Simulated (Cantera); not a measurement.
Charge: 1 mol CuO, 12 mol CO, 5.5 mol H2, held at 1 atm.

These are equilibrium values from Cantera (NASA tables, ideal gas, pure condensed phases), not measurements of a reactor. Candidate condensed phases: C, C6H6, C7H8, C8H18, Cu, CuO, Cu(OH)2, Cu2O, H2O; 113 gas species. Equilibrium is a limit: real reactors are often held back by kinetics, nucleation or transport.

Q: At 1627 °C, list the 5 most abundant gas species with their mole fractions, and the condensed phases.

A: CO 0.664, H2 0.277, H2O 0.0364, CO2 0.0207, Cu 0.00159. Condensed: Cu(l).
